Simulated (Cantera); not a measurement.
Sublimation and decomposition of ceramics: MgO + N2

Charge: 1 mol MgO, 0.091 mol N2, equilibrated at 46.0 Pa.

Method: chemical equilibrium by Gibbs-energy minimisation in Cantera with the NASA 1993 tables (ideal gas, pure condensed phases). Candidate condensed phases: Mg, MgO; 27 gas species. Ions and electrons are included (thermal ionisation). Kinetics and transport are ignored.

| T (K) | x N2 | x Mg | x O | x Mg+ | x e- | x O2 | x N | n MgO(s) |
|---|---|---|---|---|---|---|---|---|
| 2000 | 0.986 | 0.00834 | 0.00166 | 1.52e-8 | 1.52e-8 | 0.00284 | 4.18e-8 | 0.999 |
| 2250 | 0.661 | 0.206 | 0.0472 | 1.03e-6 | 1.03e-6 | 0.0753 | 8.47e-7 | 0.971 |
| 2500 | 0.0478 | 0.543 | 0.254 | 1.37e-5 | 1.37e-5 | 0.142 | 2.98e-6 | 0 |
| 2750 | 0.0437 | 0.496 | 0.413 | 7.43e-5 | 7.42e-5 | 0.0398 | 2.34e-5 | 0 |
| 3000 | 0.0428 | 0.481 | 0.464 | 0.000313 | 0.000313 | 0.00773 | 0.000134 | 0 |
| 3250 | 0.0426 | 0.477 | 0.474 | 0.00107 | 0.00107 | 0.00165 | 0.000594 | 0 |
| 3500 | 0.0419 | 0.473 | 0.475 | 0.00311 | 0.00311 | 0.000427 | 0.00211 | 0 |
| 3750 | 0.0397 | 0.465 | 0.472 | 0.00782 | 0.00782 | 0.000130 | 0.00624 | 0 |
| 4000 | 0.0346 | 0.449 | 0.466 | 0.0174 | 0.0174 | 4.51e-5 | 0.0154 | 0 |
| 4250 | 0.0256 | 0.419 | 0.454 | 0.0348 | 0.0348 | 1.72e-5 | 0.0312 | 0 |
| 4500 | 0.0144 | 0.373 | 0.436 | 0.0630 | 0.0630 | 7.07e-6 | 0.0504 | 0 |
| 4750 | 0.00583 | 0.311 | 0.414 | 0.103 | 0.103 | 3.08e-6 | 0.0636 | 0 |
| 5000 | 0.00188 | 0.237 | 0.389 | 0.153 | 0.153 | 1.42e-6 | 0.0670 | 0 |
x: gas mole fraction; n: condensed amount in mol.

From 2000 K to 2250 K the condensed part is MgO(s). From 2500 K to 5000 K nothing is condensed. The main Mg-bearing gas is Mg throughout.
